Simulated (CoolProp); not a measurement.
Vapour-liquid equilibrium of CH2F2 (R32) (1) + R142b (2) at 213.3 K; x and y are mole fractions of (1).

Computed with CoolProp (multi-fluid Helmholtz-energy mixture model, Tillner-Roth 1997 and Lemmon 2006; pair parameters Bell 2016).

Question: Give the bubble pressure and the first vapour's composition at x = 0.05, 0.2, 0.8. Is there an azeotrope?

Answer: x = 0.05: 0.01153 MPa, y = 0.404; x = 0.2: 0.02441 MPa, y = 0.759; x = 0.8: 0.05688 MPa, y = 0.959. No azeotrope shows between x = 0.05 and 0.95.

Pair parameters are fitted to limited data, so mixtures are less certain than the pure fluids.
